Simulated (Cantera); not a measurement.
A closed system holds: 1 mol Pb, 0.13 mol CO2, 9.7 mol CO, equilibrated at 430000 Pa.

Equilibrium computed with Cantera from the NASA thermochemical tables; the gas is ideal and each condensed phase is pure. Candidate condensed phases: C, Pb, PbO, PbO2, Pb3O4; 15 gas species. The numbers say what is thermodynamically allowed, not how fast it happens. All values below are at 1650 K.

Base state: CO 0.966, Pb 0.0212, CO2 0.0129, Pb2 2.11e-5 (mole fractions); condensed: Pb(l).

Problem. What changes in the equilibrium state with this change: 0.59 mol H2O added?

Solution. 
```tsv
species	before	after
CO	0.966	0.866
CO2	0.0129	0.0578
H2	0	0.0456
Pb	0.0212	0.0212
H2O	0	0.00979
Pb2	2.11e-5	2.11e-5
Pb(l), mol	0.787	0.774
```
Further candidate phases: C6H6, C7H8, C8H18, H2O.
